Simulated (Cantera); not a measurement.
Input: 1 mol Si, 0.22 mol Cl₂, 0.08 mol O₂, at 1450 °C and 0.0133 bar.

Method: chemical equilibrium by Gibbs-energy minimisation in Cantera with the NASA 1993 tables (ideal gas, pure condensed phases). Candidate condensed phases: Si, SiO₂; 15 gas species. The tables' values for SiCl₃, SiCl are old estimates; treat these amounts as uncertain. The numbers say what is thermodynamically allowed, not how fast it happens.

Base state: SiCl₂ 0.554, SiO 0.425, SiCl₃ 0.0184, SiCl₄ 0.00115, Cl 0.000490, SiCl 0.000476, Si 7.38e-5 (mole fractions); condensed: Si(l).

**Question.** What changes in the equilibrium state with this change: temperature from 1450 °C to 602 °C?

**Answer.** 
```json
[
 {"species": "SiCl₄", "before": "0.00115", "after": "0.997"},
 {"species": "SiCl₃", "before": "0.0184", "after": "0.00278"},
 {"species": "SiCl₂", "before": "0.554", "after": "0.000449"},
 {"species": "SiO", "before": "0.425", "after": "<1e-9"},
 {"species": "Cl", "before": "0.000490", "after": "<1e-9"},
 {"species": "SiCl", "before": "0.000476", "after": "<1e-9"},
 {"species": "Si(l), mol", "before": "0.624", "after": "0"},
 {"species": "Si(s), mol", "before": "0", "after": "0.810"},
 {"species": "SiO₂(β-quartz), mol", "before": "0", "after": "0.0800"}
]
```
The tables' values for SiCl₃ are old estimates; treat these amounts as uncertain.
